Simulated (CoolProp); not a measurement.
Properties of fluoroethane (R161) along the isobar 5 MPa.

Computed with CoolProp (reference Helmholtz-energy equation of state, Wu 2012).

```
T (K)   phase       Z  fugacity coefficient
-----  ------  ------  --------------------
210.2  liquid  0.1604              0.006209
233.1  liquid  0.1500               0.02029
256    liquid  0.1421               0.05126
278.8  liquid  0.1367                0.1068
301.7  liquid  0.1337                0.1930
324.6  liquid  0.1337                0.3111
347.5  liquid  0.1386                0.4573
370.3  liquid  0.1619                0.6198
393.2     gas  0.6059                0.7129
```
